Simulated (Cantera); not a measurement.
Input: 1 mol Si3N4, 0.013 mol H2, equilibrated at 0.570 bar.

Cantera equilibrium calculation (NASA polynomials, part measured and part estimated; ideal gas, pure solids and liquids). Candidate condensed phases: Si, Si3N4; 18 gas species. Mutual solubility and eutectic melting of coexisting phases are not modelled. Gases not in the tables: Si2H6 and higher silanes. Kinetics and transport are ignored.

**Question.** Which condensed phases are stable at each of these points (T (K)): 1848, 1948, 2048, 2148, 2248, 2348, 2448, 2548, 2648?

**Answer.** 
```csv
T (K),condensed phases,Si condensed (%)
1848,Si(l) + Si3N4(s),100.0
1948,Si(l) + Si3N4(s),100.0
2048,Si(l) + Si3N4(s),100.0
2148,Si(l),100.0
2248,Si(l),99.9
2348,Si(l),99.8
2448,Si(l),99.5
2548,Si(l),99.0
2648,Si(l),98.0
```

From 1848 K to 2048 K the condensed part is Si(l) + Si3N4(s). From 2148 K to 2648 K the condensed part is Si(l).
